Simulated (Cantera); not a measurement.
Input: 1 mol Al₂O₃, 0.5 mol O₂, equilibrated at 240 Pa.

Equilibrium computed with Cantera from the NASA thermochemical tables; the gas is ideal and each condensed phase is pure. Candidate condensed phases: Al, Al₂O₃; 9 gas species. The numbers say what is thermodynamically allowed, not how fast it happens.

Which condensed phases are stable at each of these points (T (°C)): 1102, 1252, 1402, 1552, 1702, 1852, 2002, 2152?


| T (°C) | condensed phases | Al condensed (%) |
|---|---|---|
| 1102 | Al₂O₃(s) | 100.0 |
| 1252 | Al₂O₃(s) | 100.0 |
| 1402 | Al₂O₃(s) | 100.0 |
| 1552 | Al₂O₃(s) | 100.0 |
| 1702 | Al₂O₃(s) | 100.0 |
| 1852 | Al₂O₃(s) | 100.0 |
| 2002 | Al₂O₃(s) | 100.0 |
| 2152 | Al₂O₃(l) | 100.0 |

From 1102 °C to 2002 °C the condensed part is Al₂O₃(s). At 2152 °C the condensed part is Al₂O₃(l).
